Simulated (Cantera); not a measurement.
Dilute partial oxidation

An isothermal, constant-pressure homogeneous reactor starts with 1.23 % CH4, 4.43 % O2, 94.3 % N2, at 1375 K and 7500 Torr.

Cantera simulation using GRI-Mech 3.0 (53 species, 325 reactions); the numbers are that mechanism's predictions, not measurements. The temperature is held fixed by assumption; the heat of reaction is taken as removed at once.

```
t (s)        x CH4    x O2     x NO    x CH2O     x CH3   x CH2CO
--------  --------  ------  -------  --------  --------  --------
0.000200    0.0123  0.0443   <1e-12   2.51e-6   3.64e-6  3.46e-12
0.000887    0.0121  0.0443   <1e-12   5.33e-5   1.14e-5   9.46e-9
0.00394   5.94e-11  0.0212  7.35e-8  9.89e-12  3.49e-12  1.06e-12
0.0175      <1e-12  0.0198  1.23e-7    <1e-12    <1e-12    <1e-12
0.0775      <1e-12  0.0198  1.28e-7    <1e-12    <1e-12    <1e-12
0.344       <1e-12  0.0198  1.29e-7    <1e-12    <1e-12    <1e-12
1.52        <1e-12  0.0198  1.31e-7    <1e-12    <1e-12    <1e-12
6.76        <1e-12  0.0198  1.41e-7    <1e-12    <1e-12    <1e-12
30.0        <1e-12  0.0198  1.87e-7    <1e-12    <1e-12    <1e-12
```
x: mole fraction; the columns are a selection and need not sum to one.

Equilibrium at this temperature and pressure: CH4 <1e-12, O2 0.0197, NO 0.000212, CH2O <1e-12, CH3 <1e-12, CH2CO <1e-12 (gas phase only).
